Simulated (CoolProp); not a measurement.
Vapour-liquid equilibrium of R125 (1) + fluoroethane (R161) (2) at 38.95 °C; x and y are mole fractions of (1).

Model: multi-fluid Helmholtz-energy mixture model, Lemmon 2005 and Wu 2012; pair parameters Bell 2016, in CoolProp.

```
x     bubble pressure (bar)  y at the bubble point  dew pressure at overall composition x (bar)  liquid density (mol/L)
----  ---------------------  ---------------------  -------------------------------------------  ----------------------
0.05                  13.52                  0.063                                        13.47                       ?
0.15                  14.07                  0.189                                        13.89                   13.26
0.25                      ?                  0.310                                        14.39                       ?
0.35                  15.45                  0.424                                        14.97                   12.15
0.45                  16.19                  0.528                                        15.63                   11.62
0.55                  16.93                      ?                                        16.36                   11.11
0.65                      ?                  0.710                                        17.15                   10.63
0.75                  18.29                  0.793                                        17.95                   10.16
0.85                      ?                      ?                                        18.71                   9.725
0.95                      ?                  0.957                                        19.34                   9.322
```

Problem. Complete the blanks.

Solution. 
- 0.05, liquid density (mol/L): 13.84
- 0.25, bubble pressure (bar): 14.73
- 0.25, liquid density (mol/L): 12.70
- 0.55, y at the bubble point: 0.623
- 0.65, bubble pressure (bar): 17.63
- 0.85, bubble pressure (bar): 18.88
- 0.85, y at the bubble point: 0.874
- 0.95, bubble pressure (bar): 19.38

No azeotrope shows between x = 0.05 and 0.95.

Pair parameters are fitted to limited data, so mixtures are less certain than the pure fluids. The gap from Raoult's law changes sign with composition, which may be real or a fault of the pair parameters; it wasn't checked against measurements.
